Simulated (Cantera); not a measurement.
Input: 1 mol Si, 1.4 mol H2, held at 1 atm.

These are equilibrium values from Cantera (NASA tables, ideal gas, pure condensed phases), not measurements of a reactor. Candidate condensed phases: Si; 9 gas species. Rates play no part. All values below are at 1027 °C.

Base state: H2 1.000 (mole fractions); condensed: Si(s).

Problem. What changes in the equilibrium state with this change: 0.039 mol HCl added?

Solution. 
```csv
species,before,after
H2,1.000,0.977
HCl,0,0.0201
SiCl2,0,0.00110
SiHCl3,0,0.000748
SiCl4,0,0.000338
SiCl3,0,0.000250
SiH2Cl2,0,0.000234
"Si(s), mol",1.000,0.996
```
The tables' values for SiCl3 are old estimates; treat these amounts as uncertain.
